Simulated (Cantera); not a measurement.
Charge: 1 mol CH2F2, 0.2 mol CH4, equilibrated at 1977 °C and 13300 Pa.

Equilibrium computed with Cantera from the NASA thermochemical tables; the gas is ideal and each condensed phase is pure. Candidate condensed phases: C, C6H6, C7H8, C8H18; 95 gas species. Equilibrium is a limit: real reactors are often held back by kinetics, nucleation or transport.

Base state: HF 0.830, H2 0.161, H 0.00817, C2H2 (acetylene) 0.000540, F 4.26e-5 (mole fractions); condensed: C(graphite).

Q: What changes in the equilibrium state with this change: CH4 from 0.2 to 0.029 mol?

A: 
| species | before | after |
|---|---|---|
| HF | 0.830 | 0.970 |
| H2 | 0.161 | 0.0265 |
| H | 0.00817 | 0.00331 |
| C2H2 (acetylene) | 0.000540 | 8.86e-5 |
| F | 4.26e-5 | 0.000123 |
| C(graphite), mol | 1.20 | 1.03 |
